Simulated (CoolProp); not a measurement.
Properties of decamethyltetrasiloxane (MD2M) along the isobar 0.841 MPa.

Model: reference Helmholtz-energy equation of state, Thol 2017, in CoolProp.

```
T (°C)   phase  cv (kJ/(kg K))  speed of sound (m/s)
------  ------  --------------  --------------------
30.85   liquid           1.448                 915.8
57.95   liquid           1.522                 830.0
85.05   liquid           1.592                 749.0
112.15  liquid           1.658                 671.5
139.25  liquid           1.719                   [?]
166.25  liquid             [?]                   [?]
193.35  liquid           1.831                   [?]
220.45  liquid           1.883                 381.2
247.55  liquid           1.934                 310.7
```

**Question.** Some entries are withheld; supply them.

**Answer.** 
- 139.25, speed of sound (m/s): 596.6
- 166.25, cv (kJ/(kg K)): 1.776
- 166.25, speed of sound (m/s): 523.8
- 193.35, speed of sound (m/s): 452.0
